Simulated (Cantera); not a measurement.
Gas mixture: O2 : CO2 = 0.16 : 0.4 (molar parts), at 0.338 Torr, frozen composition.

Cantera's kinetic-theory transport with the Lennard-Jones parameters of GRI-Mech 3.0, ideal gas; thermal conductivity in the multicomponent form.

D: mixture-averaged diffusion coefficient of that species in the mixture.

| T (K) | ρ (kg/m³) | cp (J/kg/K) | μ (µPa s) | λ (mW/m/K) | Pr | D (cm²/s) NH3 | D (cm²/s) OH | D (cm²/s) C2H2 |
|---|---|---|---|---|---|---|---|---|
| 400 | 0.000549 | 938.7 | 21.1 | 27.4 | 0.722 | 685 | 999 | 513 |
| 500 | 0.000439 | 1004 | 25.4 | 35.2 | 0.725 | 1050 | 1480 | 771 |
| 600 | 0.000366 | 1060 | 29.3 | 42.7 | 0.726 | 1480 | 2020 | 1070 |
| 700 | 0.000314 | 1105 | 33.0 | 50.1 | 0.727 | 1970 | 2630 | 1400 |
| 800 | 0.000275 | 1143 | 36.4 | 57.1 | 0.728 | 2520 | 3290 | 1770 |
| 900 | 0.000244 | 1174 | 39.6 | … | 0.728 | … | … | … |
| 1000 | 0.000220 | 1202 | 42.7 | … | 0.729 | … | … | … |

### Question
Some entries are withheld; supply them.

### Answer

- 900, λ (mW/m/K): 63.8
- 900, D (cm²/s) NH3: 3110
- 900, D (cm²/s) OH: 4020
- 900, D (cm²/s) C2H2: 2170
- 1000, λ (mW/m/K): 70.4
- 1000, D (cm²/s) NH3: 3750
- 1000, D (cm²/s) OH: 4800
- 1000, D (cm²/s) C2H2: 2600
